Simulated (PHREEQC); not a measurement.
**Arsenic or selenium liquor: speciation**

Dissolve 0.0036 mol/kgw Na2SeO4 and 0.0006 mol/kgw HCl at 20 °C. Closed to the air; pH follows from the charge balance.

All values are PHREEQC results (ion-association model, wateq4f.dat), not measurements.

No solid was allowed to form.

Task: What pH does the model give?

Result: pH 3.30.

Task: In which forms is Se present?

Result: SeO4-2 99 %, HSeO4- 1.4 % of the Se.

Complexes and solids missing from the database can't appear.
